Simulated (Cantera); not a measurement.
Charge: 1 mol Cu2O, 1600 mol H2, 7.1 mol N2, held at 898.15 K and 0.370 bar.

These are equilibrium values from Cantera (NASA tables, ideal gas, pure condensed phases), not measurements of a reactor. Candidate condensed phases: Cu, CuO, Cu(OH)2, Cu2O, H2O; 27 gas species. Equilibrium is a limit: real reactors are often held back by kinetics, nucleation or transport.

Q: What is the equilibrium state?

A: x(H2): 0.995
x(N2): 0.00440
x(H2O): 0.000622
x(NH3): 3.00e-5
n(Cu(s)): 2.00 mol
gas amount: 1607 mol
log10 activity of Cu(OH)2(s) (absent): -16.94
